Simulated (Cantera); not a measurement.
A closed system holds: 1 mol Fe2O3, 3.2 mol Cl2, 0.6 mol N2, equilibrated at 13300 Pa.

Cantera equilibrium calculation (NASA polynomials, part measured and part estimated; ideal gas, pure solids and liquids). Candidate condensed phases: Fe, FeCl2, FeCl3, FeO, Fe2O3, Fe3O4; 19 gas species. The numbers say what is thermodynamically allowed, not how fast it happens.

Question: What share of the Fe ends up in condensed phases as a function of T (K), at 1000, 1050, 1100, 1150, 1200, 1250, 1300, 1350, 1400, 1450, 1500, 1550, 1600?

Answer: 
```json
[
 {"T (K)": "1000", "Fe condensed (%)": "90.7", "as": "Fe2O3(s)"},
 {"T (K)": "1050", "Fe condensed (%)": "85.7", "as": "Fe2O3(s)"},
 {"T (K)": "1100", "Fe condensed (%)": "79.2", "as": "Fe2O3(s)"},
 {"T (K)": "1150", "Fe condensed (%)": "71.2", "as": "Fe2O3(s)"},
 {"T (K)": "1200", "Fe condensed (%)": "61.9", "as": "Fe2O3(s)"},
 {"T (K)": "1250", "Fe condensed (%)": "51.5", "as": "Fe2O3(s)"},
 {"T (K)": "1300", "Fe condensed (%)": "40.0", "as": "Fe2O3(s)"},
 {"T (K)": "1350", "Fe condensed (%)": "27.4", "as": "Fe2O3(s)"},
 {"T (K)": "1400", "Fe condensed (%)": "14.1", "as": "Fe2O3(s)"},
 {"T (K)": "1450", "Fe condensed (%)": "0.4", "as": "Fe2O3(s)"},
 {"T (K)": "1500", "Fe condensed (%)": "0.0", "as": "-"},
 {"T (K)": "1550", "Fe condensed (%)": "0.0", "as": "-"},
 {"T (K)": "1600", "Fe condensed (%)": "0.0", "as": "-"}
]
```
